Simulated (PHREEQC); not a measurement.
1.7 g of hydrous ferric oxide (600 m²/g; 0.2 weak and 0.005 strong sites per Fe, Dzombak-Morel constants, diffuse double layer) in 1 kg of water with 0.3 mol/kgw of an inert sodium salt and 0.00061 mol Na2HAsO4, 0.00017 mol CuSO4 and 0.00088 mol CaCl2, at 25 °C; the pH is set by adding NaOH or the inert anion's acid. Oxygen alone is held at its pressure in air (log pO2 = -0.68). CO2 from the air is kept out. Precipitation was switched off in this run.

All values are PHREEQC results (ion-association model, wateq4f.dat), not measurements.

```csv
pH,As sorbed (%),S sorbed (%),Cu sorbed (%)
3,100.0,90.3,0.1
3.5,100.0,89.4,1.2
4.5,100.0,81.9,39.4
5,100.0,72.4,77.6
5.5,100.0,54.2,96.2
6.5,100.0,8.2,99.9
7,100.0,1.6,100.0
7.5,100.0,0.3,100.0
8.5,99.5,0.0,100.0
9,99.2,0.0,100.0
9.5,98.6,0.0,99.9
10.5,95.2,0.0,99.6
11,89.7,0.0,98.8
```

Complexes and solids missing from the database can't appear. The database has no arsenate complexes of Cu, Ca. The database's constant for dissolved Cu(OH)2 is higher than later reviews accept. The oxide is taken as insoluble; below pH 4 it would dissolve.
